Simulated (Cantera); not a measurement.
Feed: 1 mol Si₂Cl₆, 23 mol NH₃, 1.2 mol N₂, at 0.00380 bar.

Equilibrium computed with Cantera from the NASA thermochemical tables; the gas is ideal and each condensed phase is pure. Candidate condensed phases: NH₄Cl, Si, Si₃N₄; 28 gas species. The feed counts by its element totals alone. The tables' values for SiCl, SiCl₃, SiN are old estimates; treat these amounts as uncertain. Gases not in the tables: Si₂H₆ and higher silanes. Equilibrium is a limit: real reactors are often held back by kinetics, nucleation or transport.

log p: log10 of the partial pressure in bar; n: condensed amount in mol.

```tsv
T (°C)	log p H₂	log p N₂	log p HCl	log p H	log p SiCl₂	log p Si	log p Cl	n Si₃N₄(s)	n Si(l)
600	-2.61	-3.05	-3.33	-11.64	-11.00	<-14	-12.36	0.665	0
750	-2.61	-3.05	-3.33	[?]	[?]	<-14	[?]	0.666	0
900	-2.61	-3.05	-3.33	-8.23	-6.94	<-14	-9.01	0.665	0
1050	-2.61	-3.05	-3.34	-7.11	-5.62	-12.05	-7.91	0.655	0
1200	-2.61	-3.05	-3.38	-6.20	-4.66	-9.27	-7.06	0.569	0
1350	-2.60	-3.03	-3.52	-5.46	-4.11	-7.02	-6.48	0.323	0
1500	-2.61	-3.02	-3.58	-4.85	-4.04	-5.67	-5.93	0	0.729
1650	-2.62	-3.02	-3.56	[?]	-4.08	[?]	[?]	0	[?]
1800	-2.64	-3.03	-3.53	-3.90	-4.22	-4.15	-4.92	0	0
```

Problem. Fill in the missing entries.

Solution. 
- 750, log p H: -9.69
- 750, log p SiCl₂: -8.67
- 750, log p Cl: -10.44
- 1650, log p H: -4.33
- 1650, log p Si: -4.77
- 1650, log p Cl: -5.40
- 1650, n Si(l): 0.589
